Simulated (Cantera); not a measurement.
A Cantera script and its output.

```python
import numpy as np
import cantera as ct

gas = ct.Solution("h2o2.yaml")
gas.TPX = 1248, 75000, {'H2': 1.7, 'O2': 1, 'N2': 1.2}
inlet = ct.Reservoir(gas, clone=True)

reactor = ct.IdealGasConstPressureReactor(gas, energy="off", clone=False)
exhaust = ct.Reservoir(gas, clone=True)
tau = [0.85, 0.26, 0.08, 0.024, 0.0074, 0.0023, 0.00069, 0.00021][0]
for a, b in ((inlet, reactor), (reactor, exhaust)):
    ct.MassFlowController(a, b, mdot=lambda t: reactor.mass / tau)
net = ct.ReactorNet([reactor])
show = ['H2', 'O2', 'H2O', 'H', 'H2O2']

rows = []
print(f"{'tau/s':>10s}{'T/K':>9s}" + "".join(f"{s:>11s}" for s in show))
for tau in [0.85, 0.26, 0.08, 0.024, 0.0074, 0.0023, 0.00069, 0.00021]:
    net.initial_time = 0.0
    net.advance(30 * tau)
    before = gas.X
    net.advance(40 * tau)
    drift = np.max(np.abs(gas.X - before) / (gas.X + 1e-9))
    rows.append([gas.T, *gas[show].X, drift])
    print(f"{tau:10.3e}{gas.T:9.1f}" + "".join(f"{x:11.3e}" for x in gas[show].X))
```

Output:

```
     tau/s      T/K         H2         O2        H2O          H       H2O2
 8.500e-01   1248.0  4.650e-04  4.936e-02  5.567e-01  4.420e-06  6.253e-07
 2.600e-01   1248.0  9.786e-04  4.957e-02  5.560e-01  1.413e-05  1.284e-06
 8.000e-02   1248.0  1.962e-03  4.999e-02  5.546e-01  4.480e-05  2.428e-06
 2.400e-02   1248.0  3.889e-03  5.082e-02  5.519e-01  1.449e-04  4.141e-06
 7.400e-03   1248.0  7.494e-03  5.242e-02  5.467e-01  4.495e-04  6.273e-06
 2.300e-03   1248.0  1.422e-02  5.549e-02  5.369e-01  1.342e-03  8.667e-06
 6.900e-04   1248.0  2.697e-02  6.151e-02  5.175e-01  3.915e-03  1.107e-05
 2.100e-04   1248.0  4.913e-02  7.239e-02  4.821e-01  1.035e-02  1.292e-05
```

Cantera simulation using the H2/O2 subset of GRI-Mech 3.0, which has no nitrogen chemistry; the numbers are that mechanism's predictions, not measurements. The temperature is held fixed by assumption; the heat of reaction is taken as removed at once.
